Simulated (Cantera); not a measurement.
Input (Python, Cantera) and output of one run.

```python
import numpy as np
import cantera as ct

gas_names = """
    B BF BF2 BF3 BH BHF2 BH2 BH3 BN B2 F F2 H HF H2 H2F2 H3F3 H4F4 H5F5 H6F6 H7F7 N NF NF2 NF3 NH NH2
    NH3 N2 N2H2 N2H4
""".split()
cond_names = """
    B(b) B(L) BN(s)
""".split()


# ... load() reads the species with a 1 bar reference pressure and builds the phases ...
atoms = {
    'BN': {'B': 1, 'N': 1},
    'HF': {'H': 1, 'F': 1},
    'N2': {'N': 2},
}
top_T = {'BN(s)': 3200}  # K; cautious upper limits of use, not melting points


# ... equilibrate(T, P, feed) seeds the gas with the atoms and calls Mixture.equilibrate('TP', solver="vcs", rtol=1e-11, max_steps=5000) ...
results = []
feed = {'BN': 1, 'HF': 6.7, 'N2': 56}  # mol
T = 873  # K
P = 18  # Pa
mix = equilibrate(T, P, feed)
results.append((T, P, feed, dict(zip(mix.species_names, mix.species_moles))))
x = sorted(zip(gas.X, gas.species_names), reverse=True)
print(f"T = {T:g} K  P = {P:g} Pa  gas = {mix.phase_moles(0):.4g} mol")
print("   x: " + "  ".join(f"{s} {v:.3e}" for v, s in x if v > 1e-05))
print("   condensed (mol): " + ("  ".join(f"{mix.phase(i).name} {mix.phase_moles(i):.4g}"
      for i in range(1, mix.n_phases) if mix.phase_moles(i) > 1e-12) or "none"))
```

Output:

```
T = 873 K  P = 18 Pa  gas = 62.7 mol
   x: N2 9.011e-01  HF 5.901e-02  H2 2.392e-02  BF3 1.595e-02
   condensed (mol): none
```

Equilibrium computed with Cantera from the NASA thermochemical tables; the gas is ideal and each condensed phase is pure.
